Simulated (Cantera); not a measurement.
Cantera run, input and output.

```python
import numpy as np
import cantera as ct

surf = ct.Interface("diamond.yaml", "diamond_100")
gas, bulk = surf.adjacent["gas"], surf.adjacent["diamond"]
k = surf.kinetics_species_index(bulk.species_names[0])
cover = ["c6HH", "c6H*", "c6*H", "c6**", "c6HM", "c6B"]

rows, drift = [], 0.0
print(f"{'xH':>10s}{'um/h':>11s}" + "".join(f"{s:>11s}" for s in cover))
for v in [0.0001, 0.00025, 0.00064, 0.0016, 0.004, 0.01, 0.026, 0.065, 0.16]:
    T, P, xH, xCH3 = 1075, 9000, v, 0.0013
    gas.TPX = T, P, {"H": xH, "CH3": xCH3, "CH4": 0.017, "H2": 1 - xH - xCH3 - 0.017}
    surf.TP = bulk.TP = T, P
    surf.coverages = "c6H*:0.1, c6HH:0.9"
    surf.advance_coverages(100.0)
    before = surf.coverages
    surf.advance_coverages(100.0)
    drift = max(drift, np.max(np.abs(surf.coverages - before) / (surf.coverages + 1e-9)))
    rate = surf.net_production_rates[k] * bulk.mean_molecular_weight / bulk.density * 3.6e9
    rows.append([rate, *surf[cover].coverages])
    print(f"{v:10.4g}{rate:11.4e}" + "".join(f"{x:11.3e}" for x in rows[-1][1:]))
```

Output:

```
        xH       um/h       c6HH       c6H*       c6*H       c6**       c6HM        c6B
    0.0001 4.3993e+00  3.707e-01  1.284e-02  2.160e-01  1.457e-03  2.669e-01  1.194e-08
   0.00025 1.0854e+01  3.491e-01  1.418e-02  2.386e-01  3.157e-03  2.647e-01  2.945e-08
   0.00064 2.3864e+01  3.659e-01  1.613e-02  2.711e-01  5.929e-03  2.290e-01  6.476e-08
    0.0016 4.2480e+01  4.108e-01  1.889e-02  3.174e-01  9.280e-03  1.640e-01  1.153e-07
     0.004 6.0988e+01  4.613e-01  2.173e-02  3.644e-01  1.233e-02  9.445e-02  1.655e-07
      0.01 7.3679e+01  4.972e-01  2.379e-02  3.969e-01  1.434e-02  4.570e-02  1.999e-07
     0.026 8.0627e+01  5.167e-01  2.514e-02  4.142e-01  1.545e-02  1.924e-02  2.188e-07
     0.065 8.3899e+01  5.249e-01  2.634e-02  4.208e-01  1.604e-02  8.006e-03  2.277e-07
      0.16 8.6132e+01  5.282e-01  2.833e-02  4.220e-01  1.656e-02  3.335e-03  2.337e-07
```

Cantera simulation using the Harris–Goodwin 1993 mechanism for the reconstructed diamond (100) surface; the numbers are that mechanism's predictions, not measurements.
